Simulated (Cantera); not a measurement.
Input: 1 mol FeS2, 0.24 mol H2S, 0.059 mol H2O, 1.1 mol SO3, held at 1223 K and 0.170 bar.

These are equilibrium values from Cantera (NASA tables, ideal gas, pure condensed phases), not measurements of a reactor. Candidate condensed phases: Fe, FeO, Fe(OH)2, Fe(OH)3, FeS, FeSO4, FeS2, Fe2O3, Fe2(SO4)3, Fe3O4, H2O, H2SO4, S; 22 gas species. FeS: taken at fixed stoichiometry. Gases not in the tables: S3 to S7. Rates play no part.

Base state: SO2 0.687, S2 0.171, H2O 0.126, S2O 0.00757, H2S 0.00644, H2 0.00201, SO 0.000786, SH 7.78e-5 (mole fractions); condensed: FeS(s).

Task: What changes in the equilibrium state with this change: SO3 from 1.1 to 3.4 mol?

Result: 
```
species          before     after
-------------  --------  --------
SO2               0.687     0.863
S2                0.171    0.0742
H2O               0.126    0.0553
H2S             0.00644   0.00135
H2              0.00201  0.000640
SH              7.78e-5   2.90e-5
S2O             0.00757   0.00454
SO             0.000786  0.000716
FeS(s), mol        1.00     0.301
Fe3O4(s), mol         0     0.233
```
Mutual solubility and eutectic melting of coexisting phases are not modelled.

Task: What changes in the equilibrium state with this change: FeS2 replaced by MgO?

Result: 
| species | before | after |
|---|---|---|
| SO2 | 0.687 | 0.743 |
| H2O | 0.126 | 0.209 |
| O2 | <1e-9 | 0.0357 |
| S2 | 0.171 | <1e-9 |
| SO3 | 1.87e-7 | 0.0124 |
| S2O | 0.00757 | <1e-9 |
| H2S | 0.00644 | <1e-9 |
| FeS(s), mol | 1.00 | 0 |
| MgO(s), mol | 0 | 0.740 |
| MgSO4(s), mol | 0 | 0.260 |
Mutual solubility and eutectic melting of coexisting phases are not modelled. Further candidate phases: Mg, MgO, Mg(OH)2, MgS, MgSO4.
